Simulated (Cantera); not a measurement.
Cantera run, input and output.

```python
import numpy as np
import cantera as ct

gas = ct.Solution("gri30.yaml", transport_model="multicomponent")
show = ['H2O', 'OH', 'NH3']

rows = []
print(f"{'T/K':>7s}{'rho':>11s}{'cp':>10s}{'mu':>11s}{'lambda':>11s}{'Pr':>7s}" + "".join(f"{'D_' + s:>11s}" for s in show))
for T in [400, 550, 700, 850, 1000, 1150, 1300, 1450, 1600]:
    gas.TPX = T, 1300, {'CH4': 0.14, 'C2H6': 0.75}
    Pr = gas.cp_mass * gas.viscosity / gas.thermal_conductivity
    D = [gas.mix_diff_coeffs_mole[gas.species_index(s)] for s in show]
    rows.append([gas.density, gas.cp_mass, gas.viscosity, gas.thermal_conductivity, Pr, *D])
    print(f"{T:7g}{gas.density:11.4e}{gas.cp_mass:10.1f}{gas.viscosity:11.4e}"
          f"{gas.thermal_conductivity:11.4e}{Pr:7.3f}" + "".join(f"{d:11.4e}" for d in D))
print("SI units: kg/m3, J/kg/K, Pa s, W/m/K, m2/s")
```

It prints:

```
    T/K        rho        cp         mu     lambda     Pr      D_H2O       D_OH      D_NH3
    400 1.0891e-02    2199.1 1.2588e-05 3.7296e-02  0.742 2.1774e-03 3.0779e-03 2.1129e-03
    550 7.9210e-03    2812.4 1.6523e-05 6.2295e-02  0.746 4.0458e-03 5.3742e-03 3.9006e-03
    700 6.2237e-03    3339.5 2.0001e-05 8.9445e-02  0.747 6.3742e-03 8.1301e-03 6.1152e-03
    850 5.1254e-03    3755.2 2.3147e-05 1.1648e-01  0.746 9.1099e-03 1.1304e-02 8.7080e-03
   1000 4.3566e-03    4126.1 2.6043e-05 1.4416e-01  0.745 1.2214e-02 1.4865e-02 1.1644e-02
   1150 3.7883e-03    4419.0 2.8744e-05 1.7065e-01  0.744 1.5659e-02 1.8792e-02 1.4897e-02
   1300 3.3512e-03    4662.9 3.1288e-05 1.9630e-01  0.743 1.9422e-02 2.3067e-02 1.8447e-02
   1450 3.0045e-03    4865.1 3.3704e-05 2.2094e-01  0.742 2.3485e-02 2.7674e-02 2.2278e-02
   1600 2.7229e-03    5032.0 3.6012e-05 2.4451e-01  0.741 2.7835e-02 3.2602e-02 2.6378e-02
SI units: kg/m3, J/kg/K, Pa s, W/m/K, m2/s
```

Cantera simulation using GRI-Mech 3.0 (53 species, 325 reactions); the numbers are that mechanism's predictions, not measurements. The composition is frozen, though it would react at the higher temperatures.
